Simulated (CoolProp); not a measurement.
Properties of toluene along the isobar 102 kPa (Tc = 591.7 K, pc = 4126 kPa, ω = 0.266).

Model: reference Helmholtz-energy equation of state, Lemmon 2006, in CoolProp. It is a short technical equation, of lower accuracy than the large ones.

```
T (K)   phase  cp (kJ/(kg K))  speed of sound (m/s)  expansivity (1/kK)  fugacity coefficient
-----  ------  --------------  --------------------  ------------------  --------------------
338.4  liquid           1.837                  1137               1.168                0.2206
366.6  liquid           1.939                  1026               1.256                0.5789
394.7     gas           1.532                 188.5               2.889                0.9646
422.9     gas           1.623                 196.1               2.613                0.9721
451       gas           1.713                 203.1               2.398                0.9777
479.2     gas           1.801                 209.9               2.222                0.9818
507.4     gas           1.886                 216.3               2.074                0.9850
535.5     gas           1.966                 222.5               1.948                0.9874
563.7     gas           2.043                 228.5               1.838                0.9894
591.8     gas           2.116                 234.2               1.741                0.9909
620       gas           2.185                 239.9               1.655                0.9922
```
